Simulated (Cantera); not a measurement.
**Nitride etching: Si3N4 + NF3 + N2**

A closed system holds: 1 mol Si3N4, a varied amount of NF3, 4.2 mol N2, held at 80000 Pa.

Cantera equilibrium calculation (NASA polynomials, part measured and part estimated; ideal gas, pure solids and liquids). Candidate condensed phases: Si, Si3N4; 16 gas species. The tables' values for SiF2, SiF3 are old estimates. Equilibrium is a limit: real reactors are often held back by kinetics, nucleation or transport.

Stable condensed phases:

```
T in °C \ n(NF3) in mol
         0.98  1.4  1.8  2.1  2.5  2.9  3.3  3.7  4.1  4.5
   1700     A    A    A    A    A    A    B    B    B    B
   1650     A    A    A    A    A    A    A    B    B    B
   1600     A    A    A    A    A    A    A    B    B    B
   1550     A    A    A    A    A    A    A    B    B    B
   1500     A    A    A    A    A    A    A    A    B    B
   1450     A    A    A    A    A    A    A    A    B    B
   1400     A    A    A    A    A    A    A    A    B    B
   1350     A    A    A    A    A    A    A    A    B    B
   1300     A    A    A    A    A    A    A    A    B    B
   1250     A    A    A    A    A    A    A    A    B    B
```

A: Si3N4; B: gas only.
